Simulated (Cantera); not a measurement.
# Premixed flame

A freely propagating, adiabatic, planar premixed flame of 18.8 % H2, 17.1 % O2, 64.2 % N2, equivalence ratio 0.55, unburnt at 625 K and 0.190 bar; mixture-averaged transport, grid criteria slope 0.08 and curve 0.16, no radiation.

Cantera simulation using the H2/O2 subset of GRI-Mech 3.0, which has no nitrogen chemistry; the numbers are that mechanism's predictions, not measurements. Burning velocities carry a grid error of a few per cent, more on coarse grids. Lean hydrogen flames are cellular in practice and burn faster than this planar one.

```tsv
z (mm)	T (K)	u (m/s)	x H2	x O2	x O	x H	x H2O	x OH
-11.8	625	4.54	0.188	0.171	<1e-8	<1e-8	<1e-8	<1e-8
-7.87	625	4.54	0.188	0.171	<1e-8	<1e-8	<1e-8	<1e-8
-5.90	625	4.54	0.188	0.171	<1e-8	<1e-8	<1e-8	<1e-8
-3.94	625	4.54	0.188	0.171	1.45e-8	4.43e-7	3.32e-7	<1e-8
-1.97	640	4.64	0.184	0.171	1.65e-5	0.000372	0.00113	5.39e-5
-0.984	776	5.54	0.157	0.167	0.000414	0.00598	0.0152	0.000412
0	1091	7.59	0.0735	0.133	0.00636	0.0292	0.0855	0.00282
0.984	1329	9.16	0.0210	0.0956	0.0146	0.0362	0.149	0.00661
1.97	1447	9.91	0.0146	0.0883	0.0157	0.0298	0.162	0.00839
3.94	1573	10.7	0.0129	0.0856	0.0139	0.0209	0.170	0.0101
7.87	1699	11.5	0.0105	0.0839	0.0109	0.0126	0.179	0.0112
15.7	1811	12.1	0.00735	0.0831	0.00735	0.00634	0.187	0.0110
31.5	1897	12.6	0.00430	0.0830	0.00419	0.00254	0.194	0.00938
```
x: mole fraction of selected species; z is measured from the peak of heat release.

| Item | Value |
|---|---|
| laminar burning velocity | 454 cm/s |
| thermal thickness | 3.94 mm |
| peak x(O) | 0.0158 |
| peak x(H) | 0.0369 |
| peak x(OH) | 0.0112 |
| grid points | 131 |
